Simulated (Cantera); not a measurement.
Input: 1 mol n-butane, 0.14 mol CO2, held at 2700000 Pa.

Cantera equilibrium calculation (NASA polynomials, part measured and part estimated; ideal gas, pure solids and liquids). Candidate condensed phases: C, C6H6, C7H8, C8H18, H2O; 110 gas species. Equilibrium is a limit: real reactors are often held back by kinetics, nucleation or transport. All values below are at 2350 °C.

Base state: H2 0.919, CO 0.0530, C2H2 (acetylene) 0.0163, H 0.00777, CH4 0.00284, CH3 0.000419, C2H4 0.000194, C4H2 0.000120 (mole fractions); condensed: C(graphite).

What changes in the equilibrium state with this change: CO2 from 0.14 to 0.033 mol?


```json
[
 {"species": "H2", "before": "0.919", "after": "0.958"},
 {"species": "C2H2 (acetylene)", "before": "0.0163", "after": "0.0170"},
 {"species": "CO", "before": "0.0530", "after": "0.0130"},
 {"species": "H2O", "before": "2.39e-5", "after": "6.13e-6"},
 {"species": "CH4", "before": "0.00284", "after": "0.00308"},
 {"species": "C3H4 (propyne)", "before": "1.31e-5", "after": "1.42e-5"},
 {"species": "C2H4", "before": "0.000194", "after": "0.000211"},
 {"species": "C2H3 (vinyl)", "before": "1.71e-5", "after": "1.82e-5"},
 {"species": "C(graphite), mol", "before": "3.67", "after": "3.77"}
]
```
